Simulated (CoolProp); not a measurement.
Model: reference Helmholtz-energy equation of state, Span 2000, in CoolProp.

**Question.** For nitrogen, give the phase and the cp (kJ/(kg K)), speed of sound (m/s), Joule-Thomson coefficient (K/MPa), Prandtl number at 277.9 K and 0.107 MPa.

**Answer.** 
- 277.9 K and 0.107 MPa: gas; cp 1.04, speed of sound 340, Joule-Thomson coefficient 2.50, Prandtl number 0.721

Viscosity comes from a separate model (Lemmon 2004). Thermal conductivity comes from a separate model (Lemmon 2004).
